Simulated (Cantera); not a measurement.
A jet of 3.25 % CH4, 8.18 % O2, 88.6 % N2, equivalence ratio 0.79 at 300 K and 0.0444 atm hits a platinum plate 3.3 cm away at a mass flux of 0.09 kg/m²/s; the plate temperature is set and raised in steps from an oxygen-covered start.

Model: Deutschmann's 1995 Pt surface mechanism with GRI-Mech 3.0 gas chemistry, integrated in Cantera. Catalytic surfaces can have several steady states; this one follows from the mechanism file's or the stated starting coverage.

One state of this run: wall x CH4 = 0.0116; wall x O2 = 0.0375; wall x H2O = 0.0387; wall x OH = 1.43e-6; wall x CO = 1.99e-5; wall x CO2 = 0.0256; θ free Pt = 0.594; θ O* = 0.405. x: mole fraction at the wall; θ: surface coverage.

Question: Which value of plate T (K) does it belong to?
A. 900
B. 950
C. 1100
D. 1050

Answer: C, 1100
